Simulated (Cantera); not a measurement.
Input: 1 mol (CH3)2SiCl2, 11 mol H2, equilibrated at 0.100 bar.

Cantera equilibrium calculation (NASA polynomials, part measured and part estimated; ideal gas, pure solids and liquids). Candidate condensed phases: C, C6H6, C7H8, C8H18, Si, SiC; 109 gas species. The feed counts by its element totals alone. The tables' values for SiCl3, SiCl are old estimates; treat these amounts as uncertain. The numbers say what is thermodynamically allowed, not how fast it happens.

At 1975 K, list the 6 most abundant gas species with their mole fractions, and the condensed phases.

H2 0.865, HCl 0.128, H 0.00402, SiCl2 0.00233, C2H2 (acetylene) 0.000562, Cl 0.000444. Condensed: C(graphite) + SiC(s).
